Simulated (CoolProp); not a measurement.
Octamethyltrisiloxane (MDM) along the isotherm 575 K: density (kg/m³) from the reference equation and from simpler models built on Tc = 565.4 K, pc = 1.438 MPa, ω = 0.528; each cubic takes its own stable root.

Computed with CoolProp (reference Helmholtz-energy equation of state, Thol 2017).

| p (MPa) | phase | reference |
|---|---|---|
| 0.0719 | gas | 3.614 |
| 0.144 | gas | 7.360 |
| 0.216 | gas | 11.23 |
| 0.288 | gas | 15.25 |
| 0.359 | gas | 19.38 |
| 0.431 | gas | 23.73 |
| 0.503 | gas | 28.29 |
| 0.575 | gas | 33.08 |
| 0.647 | gas | 38.12 |
| 0.719 | gas | 43.45 |

Problem. How far does each simpler model (ideal gas, van der Waals, Redlich-Kwong, Soave-Redlich-Kwong, Peng-Robinson) lie from the reference over these 10 states: mean and median of the absolute difference, and the worst?

Solution. 
- ideal gas: mean 9.5 %, median 9.3 %, worst -18.1 % at 575 K and 0.719 MPa
- van der Waals: mean 1.0 %, median 0.9 %, worst -2.0 % at 575 K and 0.719 MPa
- Redlich-Kwong: mean 0.2 %, median 0.3 %, worst +0.3 % at 575 K and 0.575 MPa
- Soave-Redlich-Kwong: mean 0.1 %, median 0.1 %, worst -0.2 % at 575 K and 0.719 MPa
- Peng-Robinson: mean 1.2 %, median 1.2 %, worst +2.0 % at 575 K and 0.719 MPa
